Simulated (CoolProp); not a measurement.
R245fa at 293.15 K and 0.09 MPa is throttled through a valve to 0.0558 MPa with no heat exchange. Each further row changes one setting.

Values from CoolProp's reference Helmholtz-energy equation of state, Akasaka 2015.

| case | temperature change (K) | final density (kg/m³) |
|---|---|---|
| as stated | -1.1 | 3.15 |
| outlet pressure 0.0167 MPa | -2.4 | 0.932 |
| outlet pressure 0.0725 MPa | -0.6 | 4.11 |
